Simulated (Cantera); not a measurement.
Feed: 1 mol TiCl₄, 0.052 mol C₃H₈, 94 mol H₂, at 1125 K and 0.00500 bar.

Method: chemical equilibrium by Gibbs-energy minimisation in Cantera with the NASA 1993 tables (ideal gas, pure condensed phases). Candidate condensed phases: C, C₆H₆, C₇H₈, C₈H₁₈, Ti, TiC, TiCl₂, TiCl₃, TiCl₄; 96 gas species. The tables' values for TiCl₂ are old estimates; treat these amounts as uncertain. TiC: taken at fixed stoichiometry. Rates play no part.

Base state: H₂ 0.977, HCl 0.0146, TiCl₃ 0.00804, TiCl₄ 0.000756, TiCl₂ 2.09e-5 (mole fractions); condensed: TiC(s).

**Question.** What changes in the equilibrium state with this change: C₃H₈ from 0.052 to 0.39 mol?

**Answer.** 
| species | before | after |
|---|---|---|
| H₂ | 0.977 | 0.959 |
| HCl | 0.0146 | 0.0410 |
| CH₄ | 9.15e-9 | 0.000133 |
| TiCl₃ | 0.00804 | 1.21e-5 |
| TiCl₂ | 2.09e-5 | 1.11e-8 |
| TiCl₄ | 0.000756 | 3.24e-6 |
| TiC(s), mol | 0.156 | 0.998 |
| C(graphite), mol | 0 | 0.159 |

**Question.** What changes in the equilibrium state with this change: C₃H₈ from 0.052 to 0.19 mol?

**Answer.** 
```csv
species,before,after
H₂,0.977,0.968
HCl,0.0146,0.0274
TiCl₃,0.00804,0.00378
TiCl₂,2.09e-5,5.21e-6
TiCl₄,0.000756,0.000671
"TiC(s), mol",0.156,0.570
```
